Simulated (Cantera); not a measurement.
What does this Cantera script print?

```python
import numpy as np
import cantera as ct

gas_names = """
    B BCL BCL2 BCL3 BO BOCL BO2 B2 B2O B2O2 B2O3 B3O3CL3 CL CLO CL2 O O2 O3 Si SiCL SiCL2 SiCL3 SiCL4
    SiO SiO2 Si2 Si3
""".split()
cond_names = """
    B(b) B(L) B2O3(L) Si(cr) Si(L) SiO2(Lqz) SiO2(hqz) SiO2(L)
""".split()


# ... load() reads the species with a 1 bar reference pressure and builds the phases ...
atoms = {
    'SiO2': {'Si': 1, 'O': 2},
    'BCl3': {'B': 1, 'CL': 3},
    'O2': {'O': 2},
}
top_T = {}  # K; cautious upper limits of use, not melting points


# ... equilibrate(T, P, feed) seeds the gas with the atoms and calls Mixture.equilibrate('TP', solver="vcs", rtol=1e-11, max_steps=5000) ...
results = []
feed = {'SiO2': 1, 'BCl3': 0.85, 'O2': 0.16}  # mol
T = 1223  # K
P = 100000  # Pa
mix = equilibrate(T, P, feed)
results.append((T, P, feed, dict(zip(mix.species_names, mix.species_moles))))
x = sorted(zip(gas.X, gas.species_names), reverse=True)
print(f"T = {T:g} K  P = {P:g} Pa  gas = {mix.phase_moles(0):.4g} mol")
print("   x: " + "  ".join(f"{s} {v:.3e}" for v, s in x if v > 1e-06))
print("   condensed (mol): " + ("  ".join(f"{mix.phase(i).name} {mix.phase_moles(i):.4g}"
      for i in range(1, mix.n_phases) if mix.phase_moles(i) > 1e-12) or "none"))
```

Result:

```
T = 1223 K  P = 100000 Pa  gas = 0.8815 mol
   x: CL2 3.612e-01  BCL3 2.910e-01  SiCL4 2.613e-01  B3O3CL3 8.276e-02  CL 3.595e-03  BOCL 3.504e-05
   condensed (mol): B2O3(L) 0.1873  SiO2(hqz) 0.7696
```

These are equilibrium values from Cantera (NASA tables, ideal gas, pure condensed phases), not measurements of a reactor. Mutual solubility and eutectic melting of coexisting phases are not modelled. The tables' values for BOCl are old estimates; treat these amounts as uncertain. The tables hold silica as quartz up to 1696 K and as liquid above; real silica turns to tridymite and cristobalite and melts near 1996 K. Condensed phases not in the tables: borates and borosilicate glass, alloys, solid solutions and most ternary compounds.
